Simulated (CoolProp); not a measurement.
Vinyl chloride at 293.15 K and 1.51 MPa is throttled through a valve to 0.475 MPa with no heat exchange. Each further row changes one setting.

The numbers come from the reference Helmholtz-energy equation of state, Thol 2022 in CoolProp.

```tsv
case	temperature change (K)	final phase	final density (kg/m³)
as stated	+0.3	liquid	908
outlet pressure 0.142 MPa	-25.4	two-phase, vapour fraction 0.111	36.0
outlet pressure 0.617 MPa	+0.3	liquid	909
```
